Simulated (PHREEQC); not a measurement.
PHREEQC input (ion-association model, phreeqc.dat):

```
SOLUTION 0
  temp 25
  units mmol/kgw
  pH 7 charge
  Br 1.6
  K 1.6
  Cl 0.01
  O(0) 1 O2(g) -0.68
SOLUTION 1-30
  temp 25
  units mmol/kgw
  pH 7 charge
  Cl 7.17
  K 0.36
  Na 6.8
  O(0) 1 O2(g) -0.68
END
EXCHANGE 1-30
  X 0.0041
  -equilibrate 1
END
SELECTED_OUTPUT 1
  -reset false
  -pH true
  -pe true
  -ionic_strength true
  -water true
  -step true
  -totals Br Cl K Na
  -molalities NaX KX
  -saturation_indices Halite Sylvite
PRINT
  -reset false
TRANSPORT
  -cells 30
  -shifts 240
  -lengths 0.00666667
  -time_step 300
  -dispersivities 0.016
  -boundary_conditions flux flux
  -correct_disp true
  -punch_cells 30
  -punch_frequency 8
END
```

Selected output (columns that matter, 17 of 31 rows; pore volumes added in front):

```
pore volumes	pH	mu	Br	Cl	K	Na	m_NaX	m_KX	si_Halite	si_Sylvite
0	5.0345	0.00717	0	0.00717	0.00036	0.0068	0.0032403	0.00085975	-5.9593	-6.5665
0.55	5.0336	0.0067044	0.00013399	0.0065704	0.00033659	0.0063578	0.0032402	0.00085975	-6.0241	-6.6313
1.0833	5.0257	0.0035296	0.0010476	0.0024821	0.00017729	0.0033423	0.0032389	0.00086107	-6.7072	-7.313
1.6167	5.0202	0.0020238	0.0014809	0.00054284	0.00010271	0.0019111	0.00323	0.00087001	-7.5973	-8.1973
2.15	5.0186	0.0016846	0.0015785	0.00010606	9.4867e-05	0.0015797	0.0031515	0.00094852	-8.3855	-8.9372
2.4167	5.0184	0.0016408	0.0015911	4.9684e-05	0.00012648	0.0015043	0.0028845	0.0012155	-8.7356	-9.1412
2.95	5.0183	0.0016151	0.0015985	1.6604e-05	0.00067078	0.00093435	0.00089168	0.0032083	-9.4181	-8.8923
3.4833	5.0183	0.0016108	0.0015998	1.1081e-05	0.0013207	0.00028011	0.00016645	0.0039335	-10.117	-8.7737
4.0167	5.0183	0.0016101	0.0016	1.0176e-05	0.0015206	7.9525e-05	4.2341e-05	0.0040577	-10.701	-8.7495
4.55	5.0183	0.00161	0.0016	1.0028e-05	0.0015765	2.35e-05	1.2158e-05	0.0040878	-11.236	-8.7401
5.0833	5.0183	0.00161	0.0016	1.0005e-05	0.0015928	7.1552e-06	3.6715e-06	0.0040963	-11.754	-8.7367
5.6167	5.0183	0.00161	0.0016	1.0001e-05	0.0015978	2.2192e-06	1.1359e-06	0.0040989	-12.263	-8.7355
5.8833	5.0183	0.00161	0.0016	1e-05	0.0015988	1.2414e-06	6.3509e-07	0.0040994	-12.515	-8.7352
6.4167	5.0183	0.00161	0.0016	1e-05	0.0015996	3.9065e-07	1.9978e-07	0.0040998	-13.017	-8.735
6.95	5.0183	0.00161	0.0016	1e-05	0.0015999	1.2353e-07	6.3165e-08	0.0040999	-13.517	-8.735
7.4833	5.0183	0.00161	0.0016	1e-05	0.0016	3.9172e-08	2.0028e-08	0.0041	-14.016	-8.7349
8.0167	5.0183	0.00161	0.0016	1e-05	0.0016	1.244e-08	6.3607e-09	0.0041	-14.514	-8.7349
```
